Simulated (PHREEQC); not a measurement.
## Brine (model solution)

Dissolve 6 mol NaOH, 0.0087 mol K2SO4 and 0.19 mol LiCl per kg of water at 35 °C. Closed to the air; pH follows from the charge balance.

The numbers come from PHREEQC with the Pitzer model, pitzer.dat.

This is a speciation only: nothing precipitates in the calculation.

Q: Predict the pH, activity of water.

A: pH 14.79; activity of water 0.731.

Complexes and solids missing from the database can't appear. In brines, pH and single-ion activities rest on the MacInnes convention.
